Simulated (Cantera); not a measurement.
A closed system holds: 1 mol B2O3, 0.75 mol BCl3, 1.4 mol N2, held at 1525 K and 10000 Pa.

Equilibrium computed with Cantera from the NASA thermochemical tables; the gas is ideal and each condensed phase is pure. Candidate condensed phases: B, BN, B2O3; 25 gas species. The tables' values for BOCl, BCl2 are old estimates; treat these amounts as uncertain. Rates play no part.

Base state: N2 0.645, BCl3 0.253, B3O3Cl3 0.0887, BOCl 0.0125, Cl 0.000525, B2O3 0.000359, BCl2 0.000194 (mole fractions); condensed: B2O3(l).

Task: What changes in the equilibrium state with this change: temperature from 1525 K to 1023.15 K?

Result: 
| species | before | after |
|---|---|---|
| N2 | 0.645 | 0.651 |
| BCl3 | 0.253 | 0.286 |
| B3O3Cl3 | 0.0887 | 0.0624 |
| BOCl | 0.0125 | 2.03e-6 |
| B2O3 | 0.000359 | <1e-9 |
| BCl2 | 0.000194 | 6.22e-9 |
| Cl | 0.000525 | 6.00e-7 |
| B2O3(l), mol | 0.798 | 0.866 |
